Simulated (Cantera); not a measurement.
An isothermal, constant-pressure homogeneous reactor starts with CH4 : CO2 : H2 = 1 : 4.6 : 0.45 (molar parts), at 2075 K and 0.148 atm. Integrator tolerance rtol = 1e-08.

Detailed kinetics in Cantera: GRI-Mech 3.0 (53 species, 325 reactions).

Problem. What does this change do: temperature 2075 to 1325 K?

Solution. 
| quantity | before | after |
|---|---|---|
| x(CH4) at 10.0 s | <1e-12 (gas-phase equilibrium 1.02e-12) | 0.157 (gas-phase equilibrium 6.54e-9) |
| x(CO2) at 10.0 s | 0.232 (gas-phase equilibrium 0.232) | 0.724 (gas-phase equilibrium 0.278) |
| x(H2) at 10.0 s | 0.0883 (gas-phase equilibrium 0.0883) | 0.0527 (gas-phase equilibrium 0.136) |
| x(HO2) at 10.0 s | 1.96e-9 (gas-phase equilibrium 1.96e-9) | <1e-12 (gas-phase equilibrium <1e-12) |
| x(CH2O) at 10.0 s | 2.48e-9 (gas-phase equilibrium 2.48e-9) | 7.31e-7 (gas-phase equilibrium 3.94e-9) |
| x(CH3) at 10.0 s | <1e-12 (gas-phase equilibrium <1e-12) | 1.95e-5 (gas-phase equilibrium 1.49e-12) |
| x(CO) at 10.0 s | 0.463 (gas-phase equilibrium 0.463) | 0.0312 (gas-phase equilibrium 0.417) |

Problem. What does this change do: temperature 2075 to 1400 K?

Solution. 
| quantity | before | after |
|---|---|---|
| x(CH4) at 10.0 s | <1e-12 (gas-phase equilibrium 1.02e-12) | 0.107 (gas-phase equilibrium 1.77e-9) |
| x(CO2) at 10.0 s | 0.232 (gas-phase equilibrium 0.232) | 0.610 (gas-phase equilibrium 0.271) |
| x(H2) at 10.0 s | 0.0883 (gas-phase equilibrium 0.0883) | 0.0365 (gas-phase equilibrium 0.128) |
| x(HO2) at 10.0 s | 1.96e-9 (gas-phase equilibrium 1.96e-9) | <1e-12 (gas-phase equilibrium <1e-12) |
| x(CH2O) at 10.0 s | 2.48e-9 (gas-phase equilibrium 2.48e-9) | 3.56e-6 (gas-phase equilibrium 3.69e-9) |
| x(CH3) at 10.0 s | <1e-12 (gas-phase equilibrium <1e-12) | 5.35e-5 (gas-phase equilibrium 1.26e-12) |
| x(CO) at 10.0 s | 0.463 (gas-phase equilibrium 0.463) | 0.113 (gas-phase equilibrium 0.425) |
